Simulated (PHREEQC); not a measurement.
Dissolve 14 mmol/kgw NaH2PO4, 0.52 mmol/kgw NaOH and 0.67 mmol/kgw H4SiO4 at 25 °C. Closed to the air; pH follows from the charge balance.

All values are PHREEQC results (ion-association model, wateq4f.dat), not measurements.

### Question
The ionic strength comes out as 0.0150 mol/kgw. What activity coefficients do HPO4-2, H+, NaHPO4-, H2PO4-, Na+ get?

### Answer
HPO4-2 0.62, H+ 0.90, NaHPO4- 0.89, H2PO4- 0.89, Na+ 0.89.

No solid was allowed to form. Examples of supersaturated solids here: Quartz (slow to form), Chalcedony (slow to form). Others may be too. H3PO4, which wateq4f.dat lacks, is added to it with the constant of phreeqc.dat.
